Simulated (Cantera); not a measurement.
# Ammonia decomposition in nitride growth gas

A perfectly stirred reactor is fed with 5.88 % NH₃, 94.1 % N₂, at 30000 Pa; it is held at 1700 K, and followed from long to short residence time.

Detailed kinetics in Cantera: the gas-phase N/H chemistry of the illustrative SiF4/NH3 mechanism in the Surface Chemkin manual (1991). Walls and surfaces, which speed up NH3 decomposition in real reactors, are not modelled.

| τ (s) | x NH₃ | x N₂ | x N | x H₂ | x N₂H₄ | x NH |
|---|---|---|---|---|---|---|
| 8.2 | 0.0201 | 0.925 | 7.32e-8 | 0.0548 | 1.30e-9 | 5.67e-7 |
| 2.4 | 0.0350 | 0.931 | 7.58e-8 | 0.0337 | 3.19e-9 | 7.39e-7 |
| 0.71 | 0.0480 | 0.937 | 5.90e-8 | 0.0153 | 5.78e-9 | 8.03e-7 |
| 0.21 | 0.0550 | 0.940 | 2.74e-8 | 0.00535 | 8.58e-9 | 6.96e-7 |
| 0.061 | 0.0577 | 0.941 | 7.28e-9 | 0.00153 | 1.05e-8 | 4.90e-7 |
| 0.018 | 0.0585 | 0.941 | 1.57e-9 | 0.000356 | 8.91e-9 | 3.19e-7 |
| 0.0052 | 0.0588 | 0.941 | 2.69e-10 | 4.84e-5 | 3.15e-9 | 1.44e-7 |
| 0.0015 | 0.0588 | 0.941 | 4.90e-11 | 6.69e-6 | 3.41e-10 | 2.65e-8 |
x: mole fraction; the columns are a selection and need not sum to one.
